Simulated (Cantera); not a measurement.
Input (Python, Cantera):

```python
import numpy as np
import cantera as ct

gas = ct.Solution("gri30.yaml")
gas.TPX = 1223, 7400, {'C2H6': 1, 'N2': 1.3}
reactor = ct.IdealGasConstPressureReactor(gas, energy="off", clone=False)
net = ct.ReactorNet([reactor])
net.rtol, net.atol = 1e-08, 1e-18
show = ['C2H6', 'C2H2', 'HCN', 'CH4', 'H', 'H2', 'CH3']
times = np.geomspace(0.0002, 10, 14)

steps = ct.SolutionArray(gas, extra=["t"])
rows = []
print(f"{'t/s':>10s}{'T/K':>9s}{'P/Pa':>11s}" + "".join(f"{s:>11s}" for s in show))
for t in times:
    while net.time < t:
        t_next = net.step()
        steps.append(gas.state, t=t_next)
    rows.append([np.interp(t, steps.t, y) for y in (steps.T, steps.P, *steps(*show).X.T)])
    print(f"{t:10.3e}{rows[-1][0]:9.1f}{rows[-1][1]:11.4g}" + "".join(f"{x:11.3e}" for x in rows[-1][2:]))
rate = np.gradient(steps.T, steps.t)
print("integrator steps:", len(steps.t))
if steps.T.max() > steps.T[0] + 200:
    print(f"time of steepest temperature rise: {steps.t[rate.argmax()]:.4e} s")
gas.TPX = 1223, 7400, {'C2H6': 1, 'N2': 1.3}
gas.equilibrate("TP")
print(f"equilibrium (TP): T = {gas.T:.1f} K  " + "  ".join(f"{s} {gas[s].X[0]:.3e}" for s in show))
```

Result:

```
       t/s      T/K       P/Pa       C2H6       C2H2        HCN        CH4          H         H2        CH3
 2.000e-04   1223.0       7400  4.345e-01  1.315e-09  1.900e-14  5.735e-05  9.586e-07  8.542e-05  7.652e-05
 4.597e-04   1223.0       7400  4.333e-01  9.233e-08  7.601e-13  2.102e-04  3.019e-06  7.099e-04  1.100e-04
 1.057e-03   1223.0       7400  4.277e-01  3.496e-06  5.876e-12  7.530e-04  6.038e-06  4.079e-03  1.820e-04
 2.429e-03   1223.0       7400  4.090e-01  5.526e-05  1.689e-11  2.656e-03  7.738e-06  1.532e-02  2.409e-04
 5.583e-03   1223.0       7400  3.661e-01  4.020e-04  2.726e-11  7.372e-03  8.251e-06  4.114e-02  2.345e-04
 1.283e-02   1223.0       7400  2.840e-01  1.911e-03  3.517e-11  1.737e-02  9.090e-06  9.062e-02  2.103e-04
 2.950e-02   1223.0       7400  1.588e-01  6.909e-03  4.070e-11  3.572e-02  1.070e-05  1.658e-01  1.655e-04
 6.780e-02   1223.0       7400  4.284e-02  2.016e-02  4.440e-11  5.748e-02  1.196e-05  2.381e-01  9.252e-05
 1.558e-01   1223.0       7400  5.284e-03  4.173e-02  4.545e-11  6.456e-02  6.802e-06  2.736e-01  3.224e-05
 3.582e-01   1223.0       7400  9.419e-04  6.153e-02  4.491e-11  6.457e-02  3.179e-06  2.905e-01  1.347e-05
 8.234e-01   1223.0       7400  4.433e-04  8.312e-02  4.412e-11  6.383e-02  2.332e-06  3.065e-01  9.238e-06
 1.893e+00   1223.0       7400  3.465e-04  1.150e-01  4.294e-11  6.271e-02  2.324e-06  3.297e-01  8.455e-06
 4.351e+00   1223.0       7400  2.353e-04  1.528e-01  4.165e-11  6.175e-02  2.250e-06  3.570e-01  7.482e-06
 1.000e+01   1223.0       7400  1.504e-04  1.770e-01  4.118e-11  6.208e-02  2.017e-06  3.736e-01  6.455e-06
integrator steps: 1269
equilibrium (TP): T = 1223.0 K  C2H6 6.479e-05  C2H2 1.356e-01  HCN 7.601e-02  CH4 1.478e-01  H 6.080e-07  H2 2.986e-01  CH3 5.781e-06
```

Computed with Cantera and GRI-Mech 3.0 (53 species, 325 reactions). GRI-Mech 3.0 stops at C3 and has no aromatics, soot or wall deposition, so with more carbon than oxygen in the feed, carbon stays in small species such as C2H2 where larger ones or solid carbon would form.
